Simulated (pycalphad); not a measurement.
All values are pycalphad results on the COST 507 light-alloy database (1999) (1 atm), not direct measurements. The data set is of 1999 and partly superseded. Amounts are mole fractions of atoms. Diffusion is slow at the low end, where real alloys seldom reach equilibrium.

### Question
Give the equilibrium state of Ti-11.64Hf-10.2B (at.%) at 1750 K.

### Answer
BCC_A2, fraction 0.799, with 14.1 Hf, 0.22 B at.%; BM, fraction 0.201, with 1.8 Hf, 50.0 B at.%.

### Question
Give the equilibrium state of Ti-11.64Hf-10.2B (at.%) at 800 K.

### Answer
HCP_A3, fraction 0.797, with 14.5 Hf, 0.04 B at.%; BM, fraction 0.203, with 0.57 Hf, 50.0 B at.%.

Database names, with the compositions (at.%) that they take in these runs: BM: Ti 48-50 B 50 Hf 0-2. BCC_A2 is bcc; HCP_A3 is hcp.
